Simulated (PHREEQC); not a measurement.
Make-up at 25 °C: 0.0022 mol K2CO3, 0.00024 mol K2SO4 and 0.00065 mol KH2PO4 per kg of water. Closed to the air; pH follows from the charge balance.

Equilibrium calculation in PHREEQC: ion-association model, wateq4f.dat.

```json
{
 "pH": "10.36",
 "ionic_strength": "0.00771 mol/kgw",
 "total_alkalinity": "4.40 meq/kg"
}
```

```
species  molality  activity   log γ
-------  --------  --------  ------
K+        0.00552   0.00503  -0.041
CO3-2     0.00129  0.000901  -0.155
HCO3-    0.000913  0.000835  -0.039
HPO4-2   0.000635  0.000443  -0.157
OH-      0.000253  0.000230  -0.041
SO4-2    0.000234  0.000163  -0.157
PO4-3     1.03e-5   4.59e-6  -0.352
KSO4-     6.29e-6   5.75e-6  -0.039
KHPO4-    4.74e-6   4.34e-6  -0.039
H2PO4-    3.39e-7   3.10e-7  -0.039
CO2       8.14e-8   8.16e-8   0.001
```

No solid was allowed to form. H3PO4, which wateq4f.dat lacks, is added to it with the constant of phreeqc.dat.
